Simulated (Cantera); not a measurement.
Source: NASA polynomial tables (part measured, part estimated), evaluated in Cantera. Values are per mole of reaction as written; species without (g) are pure solids or liquids, kept so even where they would boil at 1 bar.

3 Ba(OH)2 + O3(g) ⇌ 3 BaO + 3 H2O2(g)

```json
[
 {"T (K)": "1000", "ΔH° (kJ)": "___", "ΔS° (J/K)": "___", "ΔG° (kJ)": "___", "log10 K": "___", "condensed phases": "Ba(OH)2(l), BaO(s)"},
 {"T (K)": "1200", "ΔH° (kJ)": "492.7", "ΔS° (J/K)": "137.2", "ΔG° (kJ)": "328.1", "log10 K": "-14.28", "condensed phases": "Ba(OH)2(l), BaO(s)"},
 {"T (K)": "1400", "ΔH° (kJ)": "472.7", "ΔS° (J/K)": "121.7", "ΔG° (kJ)": "302.3", "log10 K": "-11.28", "condensed phases": "Ba(OH)2(l), BaO(s)"},
 {"T (K)": "1600", "ΔH° (kJ)": "454.4", "ΔS° (J/K)": "109.5", "ΔG° (kJ)": "279.3", "log10 K": "-9.12", "condensed phases": "Ba(OH)2(l), BaO(s)"},
 {"T (K)": "1800", "ΔH° (kJ)": "437.6", "ΔS° (J/K)": "99.6", "ΔG° (kJ)": "258.4", "log10 K": "-7.50", "condensed phases": "Ba(OH)2(l), BaO(s)"},
 {"T (K)": "2000", "ΔH° (kJ)": "421.8", "ΔS° (J/K)": "91.2", "ΔG° (kJ)": "239.3", "log10 K": "-6.25", "condensed phases": "Ba(OH)2(l), BaO(s)"},
 {"T (K)": "2200", "ΔH° (kJ)": "406.7", "ΔS° (J/K)": "84.0", "ΔG° (kJ)": "221.8", "log10 K": "-5.27", "condensed phases": "Ba(OH)2(l), BaO(s)"},
 {"T (K)": "2400", "ΔH° (kJ)": "___", "ΔS° (J/K)": "___", "ΔG° (kJ)": "___", "log10 K": "___", "condensed phases": "Ba(OH)2(l), BaO(l)"},
 {"T (K)": "2600", "ΔH° (kJ)": "553.7", "ΔS° (J/K)": "148.9", "ΔG° (kJ)": "166.5", "log10 K": "-3.35", "condensed phases": "Ba(OH)2(l), BaO(l)"}
]
```

Q: What belongs in the gaps?

A: 
- 1000, ΔH° (kJ): 515.3
- 1000, ΔS° (J/K): 157.8
- 1000, ΔG° (kJ): 357.5
- 1000, log10 K: -18.68
- 2400, ΔH° (kJ): 568.1
- 2400, ΔS° (J/K): 154.7
- 2400, ΔG° (kJ): 196.9
- 2400, log10 K: -4.29
